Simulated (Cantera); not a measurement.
Input: 1 mol Si, 0.02 mol N2O, 210 mol N2, held at 1075 °C and 1.60 bar.

Method: chemical equilibrium by Gibbs-energy minimisation in Cantera with the NASA 1993 tables (ideal gas, pure condensed phases). Candidate condensed phases: Si, SiO2, Si2N2O, Si3N4; 16 gas species. Mutual solubility and eutectic melting of coexisting phases are not modelled. Kinetics and transport are ignored.

Problem. What is the equilibrium state?

Solution. 
- x(N2): 1.00
- n(Si2N2O(s)): 0.0200 mol
- n(Si3N4(s)): 0.320 mol
- gas amount: 209.4 mol
- log10 activity of Si(s) (absent): -3.98
